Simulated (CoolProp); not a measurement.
A single-stage vapour-compression cycle with propylene: evaporating at 231.15 K (dew point), condensing at 291.15 K (bubble point), superheat 5 K, subcooling 8 K, compressor efficiency 0.8, no pressure losses. Each further row changes one setting.

Values from CoolProp's reference Helmholtz-energy equation of state, Lemmon 2013.

| case | cooling COP | pressure ratio | discharge temperature (K) | refrigerating effect (kJ/kg) | volumetric capacity (kJ/m³) |
|---|---|---|---|---|---|
| as stated | 2.51 | 7.43 | 332.2 | 317 | 919 |
| evaporating temperature 236.15 K | 2.85 | 6.02 | 327.8 | 322 | 1140 |
| condensing temperature 286.15 K | 2.81 | 6.51 | 325.4 | 330 | 956 |
| subcooling 13 K | 2.61 | 7.43 | 332.2 | 329 | 955 |
| superheat 15 K | 2.50 | 7.43 | 343.0 | 331 | 916 |
| compressor efficiency 0.7 | 2.19 | 7.43 | 342.0 | 317 | 919 |
